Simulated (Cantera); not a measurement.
What does this Cantera script print?

```python
import numpy as np
import cantera as ct

gas_names = """
    B BH BH2 BH3 BO BO2 B2 B2O B2O2 B2O3 B3O3H3 H HBO HBO2 HO2 H2 H2O H2O2 H3B3O6 O OH O2 O3
""".split()
cond_names = """
    B(b) B(L) B2O3(L) B3O3H3(cr) H2O(s) H2O(L)
""".split()


# ... load() reads the species with a 1 bar reference pressure and builds the phases ...
atoms = {
    'B2H6': {'B': 2, 'H': 6},
    'O2': {'O': 2},
    'H2': {'H': 2},
}
top_T = {}  # K; cautious upper limits of use, not melting points


# ... equilibrate(T, P, feed) seeds the gas with the atoms and calls Mixture.equilibrate('TP', solver="vcs", rtol=1e-11, max_steps=5000) ...
results = []
feed = {'B2H6': 1, 'O2': 1.9, 'H2': 74}  # mol
P = 1000  # Pa
for T in [823, 923, 1023, 1123, 1223, 1323, 1423, 1523, 1623, 1723, 1823, 1923]:
    mix = equilibrate(T, P, feed)
    results.append((T, P, feed, dict(zip(mix.species_names, mix.species_moles))))

top = {s: max(r[3][s] / sum(r[3][g] for g in gas_names) for r in results) for s in gas_names}
cols = sorted((s for s in top if top[s] > 1e-06), key=lambda s: -top[s])[:7]
seen = [c for c in cond_names if any(r[3].get(c, 0) > 1e-12 for r in results)]
print("log10 of partial pressures in bar; condensed amounts in mol")
print(f"{'T/K':>10s}" + "".join(f"{s[:9]:>10s}" for s in cols + seen))
for T, P, feed, n in results:
    ng = sum(n[g] for g in gas_names)
    print(f"{T:10.4g}" + "".join(f"{np.log10(max(n[s] / ng * P / 1e5, 1e-99)):10.3f}" for s in cols)
          + "".join(f"{n.get(c, 0):10.4g}" for c in seen))
```

Output:

```
log10 of partial pressures in bar; condensed amounts in mol
       T/K        H2      HBO2       H2O         H       HBO      B2O3        BO   B2O3(L)
       823    -2.005    -8.551    -3.984   -12.137   -13.193   -15.983   -21.229     0.999
       923    -2.005    -7.336    -3.984   -10.614   -11.166   -13.215   -17.829    0.9993
      1023    -2.005    -6.369    -3.984    -9.385    -9.548   -11.008   -15.109    0.9981
      1123    -2.005    -5.586    -3.989    -8.373    -8.227    -9.209   -12.882    0.9898
      1223    -2.005    -4.945    -4.008    -7.524    -7.123    -7.716   -11.021    0.9557
      1323    -2.005    -4.428    -4.069    -6.802    -6.170    -6.459    -9.427    0.8507
      1423    -2.007    -4.039    -4.221    -6.181    -5.307    -5.387    -8.014    0.5951
      1523    -2.012    -3.782    -4.455    -5.642    -4.540    -4.515    -6.769         0
      1623    -2.012    -3.801    -4.357    -5.167    -4.413    -4.542    -6.225         0
      1723    -2.013    -3.823    -4.268    -4.746    -4.309    -4.578    -5.752         0
      1823    -2.015    -3.849    -4.187    -4.371    -4.225    -4.625    -5.341         0
      1923    -2.018    -3.881    -4.112    -4.035    -4.163    -4.686    -4.985         0
```

Method: chemical equilibrium by Gibbs-energy minimisation in Cantera with the NASA 1993 tables (ideal gas, pure condensed phases). The feed counts by its element totals alone. Gases not in the tables: H3BO3.
